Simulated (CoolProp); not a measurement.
A single-stage vapour-compression cycle with R115: evaporating at 316.15 K (dew point), condensing at 336.15 K (bubble point), superheat 2 K, subcooling 2 K, compressor efficiency 0.85, no pressure losses. Each further row changes one setting.

The numbers come from the reference Helmholtz-energy equation of state, Lemmon 2016 in CoolProp.

```
case                              cooling COP  pressure ratio  discharge temperature (K)  refrigerating effect (kJ/kg)  volumetric capacity (kJ/m³)
--------------------------------  -----------  --------------  -------------------------  ----------------------------  ---------------------------
as stated                                9.85            1.56                      338.6                          60.2                         6860
evaporating temperature 321.15 K         13.9            1.39                      338.7                    (withheld)                         8090
condensing temperature 331.15 K    (withheld)            1.40                      333.2                          66.9                   (withheld)
subcooling 7 K                           11.0            1.56                      338.6                          67.2                         7650
superheat 12 K                           10.3            1.56                 (withheld)                    (withheld)                   (withheld)
compressor efficiency 0.75         (withheld)            1.56                 (withheld)                          60.2                         6860
```

**Question.** What belongs in the gaps?

**Answer.** 
- evaporating temperature 321.15 K, refrigerating effect (kJ/kg): 62.0
- condensing temperature 331.15 K, cooling COP: 14.2
- condensing temperature 331.15 K, volumetric capacity (kJ/m³): 7610
- superheat 12 K, discharge temperature (K): 347.1
- superheat 12 K, refrigerating effect (kJ/kg): 69.7
- superheat 12 K, volumetric capacity (kJ/m³): 7290
- compressor efficiency 0.75, cooling COP: 8.69
- compressor efficiency 0.75, discharge temperature (K): 339.2
